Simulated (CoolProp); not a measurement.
Properties of CF4 (R14) along the isobar 1.01 bar.

Computed with CoolProp (reference Helmholtz-energy equation of state, Platzer 1990). This equation is an older, rougher fit.

```json
[
 {"T (K)": "175.5", "phase": "gas", "cv (kJ/(kg K))": "0.4041", "speed of sound (m/s)": "141.2", "isothermal compressibility (1/MPa)": "10.11", "expansivity (1/kK)": "6.037", "conductivity (mW/(m K))": "7.10", "Prandtl number": "0.751"},
 {"T (K)": "189", "phase": "gas", "cv (kJ/(kg K))": "0.4252", "speed of sound (m/s)": "146.2", "isothermal compressibility (1/MPa)": "10.06", "expansivity (1/kK)": "5.545", "conductivity (mW/(m K))": "___", "Prandtl number": "0.750"},
 {"T (K)": "202.4", "phase": "gas", "cv (kJ/(kg K))": "0.4468", "speed of sound (m/s)": "150.9", "isothermal compressibility (1/MPa)": "10.03", "expansivity (1/kK)": "5.136", "conductivity (mW/(m K))": "8.82", "Prandtl number": "0.749"},
 {"T (K)": "215.9", "phase": "gas", "cv (kJ/(kg K))": "___", "speed of sound (m/s)": "155.4", "isothermal compressibility (1/MPa)": "10.01", "expansivity (1/kK)": "4.785", "conductivity (mW/(m K))": "9.75", "Prandtl number": "0.749"},
 {"T (K)": "229.4", "phase": "gas", "cv (kJ/(kg K))": "0.4910", "speed of sound (m/s)": "159.8", "isothermal compressibility (1/MPa)": "9.991", "expansivity (1/kK)": "4.481", "conductivity (mW/(m K))": "10.7", "Prandtl number": "0.749"},
 {"T (K)": "242.8", "phase": "gas", "cv (kJ/(kg K))": "0.5130", "speed of sound (m/s)": "164.0", "isothermal compressibility (1/MPa)": "9.976", "expansivity (1/kK)": "4.217", "conductivity (mW/(m K))": "11.7", "Prandtl number": "0.749"},
 {"T (K)": "256.3", "phase": "gas", "cv (kJ/(kg K))": "0.5349", "speed of sound (m/s)": "168.1", "isothermal compressibility (1/MPa)": "9.964", "expansivity (1/kK)": "3.982", "conductivity (mW/(m K))": "12.7", "Prandtl number": "0.750"},
 {"T (K)": "269.7", "phase": "gas", "cv (kJ/(kg K))": "0.5564", "speed of sound (m/s)": "172.0", "isothermal compressibility (1/MPa)": "9.954", "expansivity (1/kK)": "3.775", "conductivity (mW/(m K))": "13.8", "Prandtl number": "0.750"},
 {"T (K)": "283.2", "phase": "gas", "cv (kJ/(kg K))": "0.5775", "speed of sound (m/s)": "175.9", "isothermal compressibility (1/MPa)": "9.946", "expansivity (1/kK)": "3.587", "conductivity (mW/(m K))": "14.8", "Prandtl number": "0.750"},
 {"T (K)": "296.7", "phase": "gas", "cv (kJ/(kg K))": "0.5981", "speed of sound (m/s)": "179.7", "isothermal compressibility (1/MPa)": "9.939", "expansivity (1/kK)": "3.417", "conductivity (mW/(m K))": "15.9", "Prandtl number": "0.750"},
 {"T (K)": "310.1", "phase": "gas", "cv (kJ/(kg K))": "0.6178", "speed of sound (m/s)": "183.4", "isothermal compressibility (1/MPa)": "9.933", "expansivity (1/kK)": "3.265", "conductivity (mW/(m K))": "17.0", "Prandtl number": "0.750"},
 {"T (K)": "323.6", "phase": "gas", "cv (kJ/(kg K))": "0.6369", "speed of sound (m/s)": "___", "isothermal compressibility (1/MPa)": "9.928", "expansivity (1/kK)": "3.124", "conductivity (mW/(m K))": "18.1", "Prandtl number": "0.750"},
 {"T (K)": "337", "phase": "gas", "cv (kJ/(kg K))": "0.6552", "speed of sound (m/s)": "190.6", "isothermal compressibility (1/MPa)": "9.924", "expansivity (1/kK)": "2.997", "conductivity (mW/(m K))": "19.2", "Prandtl number": "0.750"},
 {"T (K)": "350.5", "phase": "gas", "cv (kJ/(kg K))": "0.6727", "speed of sound (m/s)": "194.1", "isothermal compressibility (1/MPa)": "9.920", "expansivity (1/kK)": "2.878", "conductivity (mW/(m K))": "20.3", "Prandtl number": "0.750"},
 {"T (K)": "364", "phase": "gas", "cv (kJ/(kg K))": "0.6893", "speed of sound (m/s)": "197.6", "isothermal compressibility (1/MPa)": "9.917", "expansivity (1/kK)": "2.769", "conductivity (mW/(m K))": "___", "Prandtl number": "0.749"}
]
```

Q: Some entries are withheld; supply them.

A: 
- 189, conductivity (mW/(m K)): 7.94
- 215.9, cv (kJ/(kg K)): 0.4688
- 323.6, speed of sound (m/s): 187.1
- 364, conductivity (mW/(m K)): 21.4

Viscosity comes from a separate model (Huber 2003), an estimate that may be off by 10 % or more. Thermal conductivity comes from a separate model (Huber 2003), an estimate that may be off by 10 % or more.
